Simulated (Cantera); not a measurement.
A closed system holds: 1 mol CaO, 13 mol HBr, 2.3 mol N2, held at 100 Torr.

These are equilibrium values from Cantera (NASA tables, ideal gas, pure condensed phases), not measurements of a reactor. Candidate condensed phases: Br2, Ca, CaBr2, CaO, Ca(OH)2, H2O; 34 gas species. Equilibrium is a limit: real reactors are often held back by kinetics, nucleation or transport.

### Question
What share of the Ca ends up in condensed phases as a function of T (K), at 1000, 1050, 1100, 1150, 1200, 1250, 1300, 1350, 1400?

### Answer
```tsv
T (K)	Ca condensed (%)	as
1000	100.0	CaBr2(s)
1050	100.0	CaBr2(l)
1100	99.9	CaBr2(l)
1150	99.8	CaBr2(l)
1200	99.3	CaBr2(l)
1250	98.1	CaBr2(l)
1300	95.3	CaBr2(l)
1350	89.2	CaBr2(l)
1400	76.9	CaBr2(l)
```
